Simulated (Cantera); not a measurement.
An isothermal, constant-pressure homogeneous reactor starts with 37.0 % NO, 63.0 % N2, at 1998 K and 0.132 atm.

Detailed kinetics in Cantera: GRI-Mech 3.0 (53 species, 325 reactions).

Task: Predict: x(NO) at 10.0 s; x(N2) at 10.0 s; x(N2O) at 10.0 s; x(NO2) at 10.0 s; x(O) at 10.0 s; x(O2) at 10.0 s.

Result: 
```json
{
  "x(NO) at 10.0 s": "0.0357 (gas-phase equilibrium 0.00720)",
  "x(N2) at 10.0 s": "0.797 (gas-phase equilibrium 0.811)",
  "x(N2O) at 10.0 s": "5.77e-7 (gas-phase equilibrium 1.50e-7)",
  "x(NO2) at 10.0 s": "2.01e-5 (gas-phase equilibrium 4.22e-6)",
  "x(O) at 10.0 s": "0.000744 (gas-phase equilibrium 0.000773)",
  "x(O2) at 10.0 s": "0.167 (gas-phase equilibrium 0.181)"
}
```
